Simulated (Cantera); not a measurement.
A freely propagating, adiabatic, planar premixed flame of H2 : O2 : N2 = 1 : 0.417 : 1.54 (molar parts), unburnt at 375 K and 105 Torr; mixture-averaged transport, grid criteria slope 0.08 and curve 0.16, no radiation.

Computed with Cantera and the H2/O2 subset of GRI-Mech 3.0, which has no nitrogen chemistry. Burning velocities carry a grid error of a few per cent, more on coarse grids.

What does this change do: N2 1.54 to 2 parts?


```tsv
quantity	before	after
laminar burning velocity	314 cm/s	250 cm/s
thermal thickness	5.22 mm	5.57 mm
peak x(H)	0.0951	0.0761
peak x(HO2)	0.000122	0.000104
peak x(O)	0.0108	0.00785
```
